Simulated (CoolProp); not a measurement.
Vapour-liquid equilibrium of R22 (1) + methanol (2) at 0.141 MPa; x and y are mole fractions of (1).

Computed with CoolProp (multi-fluid Helmholtz-energy mixture model, Kamei 1995 and de Reuck 1993; pair parameters Bell 2016).

```tsv
x	bubble temperature, mixture model (°C)	bubble temperature, Raoult's law (°C)	y, mixture model	y, Raoult's law
0.05	36.9	47.9	0.787	0.657
0.15	4.6	18.5	0.965	0.928
0.25	…	3.0	…	0.974
0.35	…	-6.7	0.992	0.988
0.45	…	-13.6	0.995	0.994
0.55	…	-18.9	0.996	0.996
0.65	-25.9	-23.2	…	0.998
0.75	-28.1	-26.7	0.998	0.999
0.85	-30.2	-29.7	0.999	0.999
0.95	-32.3	-32.3	1.000	1.000
```

**Question.** Complete the blanks.

**Answer.** 
- 0.25, bubble temperature, mixture model (°C): -8.2
- 0.25, y, mixture model: 0.986
- 0.35, bubble temperature, mixture model (°C): -15.4
- 0.45, bubble temperature, mixture model (°C): -20.0
- 0.55, bubble temperature, mixture model (°C): -23.3
- 0.65, y, mixture model: 0.997

The largest gap from Raoult's law is -13.9 K in bubble temperature, at x = 0.15. No azeotrope shows between x = 0.05 and 0.95.

The pair parameters rest on a limited set of measurements; away from them the model extrapolates. With so large a gap from Raoult's law the liquid may split in two, which this calculation doesn't test in full.
